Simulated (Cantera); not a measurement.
## Thermodynamics of carbon deposition, reforming and gasification, feed C + H2O + H2

Charge: 1 mol C, 1.1 mol H2O, 5.1 mol H2, at 1673 K.

These are equilibrium values from Cantera (NASA tables, ideal gas, pure condensed phases), not measurements of a reactor. Candidate condensed phases: C, C6H6, C7H8, C8H18, H2O; 110 gas species. The ideal-gas law is rough above about 30 bar. Rates play no part.

```json
[
 {"P (Pa)": "10", "x H2": "0.838", "x CO": "0.138", "x H2O": "0.0132", "x CH4": "<1e-12", "x H": "0.0104"},
 {"P (Pa)": "100", "x H2": "0.845", "x CO": "0.138", "x H2O": "0.0132", "x CH4": "4.30e-12", "x H": "0.00331"},
 {"P (Pa)": "1000", "x H2": "0.847", "x CO": "0.138", "x H2O": "0.0132", "x CH4": "4.33e-10", "x H": "0.00105"},
 {"P (Pa)": "10000", "x H2": "0.848", "x CO": "0.138", "x H2O": "0.0132", "x CH4": "4.34e-8", "x H": "0.000332"},
 {"P (Pa)": "100000", "x H2": "0.848", "x CO": "0.138", "x H2O": "0.0132", "x CH4": "4.34e-6", "x H": "0.000105"},
 {"P (Pa)": "1000000", "x H2": "0.847", "x CO": "0.138", "x H2O": "0.0136", "x CH4": "0.000420", "x H": "3.31e-5"},
 {"P (Pa)": "10000000", "x H2": "0.827", "x CO": "0.126", "x H2O": "0.0295", "x CH4": "0.0165", "x H": "1.04e-5"}
]
```
x: gas mole fraction; nothing condenses.

From 10.0 Pa to 100 bar nothing is condensed. The main C-bearing gas is CO throughout.
